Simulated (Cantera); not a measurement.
A closed system holds: 1 mol n-butane, 9.3 mol H2, 0.26 mol N2, at 1000 Pa.

These are equilibrium values from Cantera (NASA tables, ideal gas, pure condensed phases), not measurements of a reactor. Candidate condensed phases: C, C6H6, C7H8, C8H18; 110 gas species. Ions and electrons are included (thermal ionisation). Equilibrium is a limit: real reactors are often held back by kinetics, nucleation or transport. All values below are at 4727 °C.

Base state: H 0.865, C 0.120, N 0.0125, N2 0.00143, CN 0.000330, e- 0.000204, C+ 0.000199, H2 0.000181 (mole fractions); condensed: gas only.

### Question
What changes in the equilibrium state with this change: N2 from 0.26 to 17 mol?

### Answer
```
species    before    after
-------  --------  -------
H           0.865    0.531
N2        0.00143    0.234
N          0.0125    0.160
C           0.120   0.0715
CN       0.000330  0.00251
C2        9.64e-5  3.41e-5
CH        1.02e-5  3.72e-6
```
